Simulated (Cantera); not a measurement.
Feed: 1 mol Ta2O5, 6 mol CO, at 8.40 mbar.

Cantera equilibrium calculation (NASA polynomials, part measured and part estimated; ideal gas, pure solids and liquids). Candidate condensed phases: C, Ta, TaC, Ta2O5; 15 gas species. Equilibrium is a limit: real reactors are often held back by kinetics, nucleation or transport.

Over these rows the condensed part is Ta2O5(l). Partial pressures as log10 of bar:

```
T (K)  1000/T (1/K)  log p O2  log p CO  log p TaO2
-----  ------------  --------  --------  ----------
2350         0.4255     -8.37     -2.08       -4.22
2400         0.4167     -7.79     -2.08       -4.04
2450         0.4082     -7.23     -2.09       -3.87
2500         0.4000     -6.70     -2.09       -3.71
2550         0.3922     -6.20     -2.10       -3.56
2600         0.3846         ?     -2.11       -3.40
```

### Question
Fit log p(O2) = a + b·(1000/T) to the five rows, give the apparent enthalpy, and predict the row at 2600 K.

### Answer
Means: 1000/T = 0.4085, log p = -7.258. Sxy = -0.045263, Sxx = 0.0006943, so b = -65.20 and a = -7.258 − (-65.20)×0.4085 = 19.38.
Apparent enthalpy: −19.145 × (-65.20) = 1248 kJ/mol. With the condensed phases at unit activity, 2 Ta2O5(l) = O2(g) + 4 TaO2(g) links this pressure to the main gases: over the six rows their terms move log p by -3.28 in all, so the slope isn't that reaction's ΔH° alone. The five rows lie within 0.01 of the line.
Prediction at 2600 K: 19.38 + (-65.20)×0.3846 = -5.70. The computed value is -5.73, 0.03 from the line.
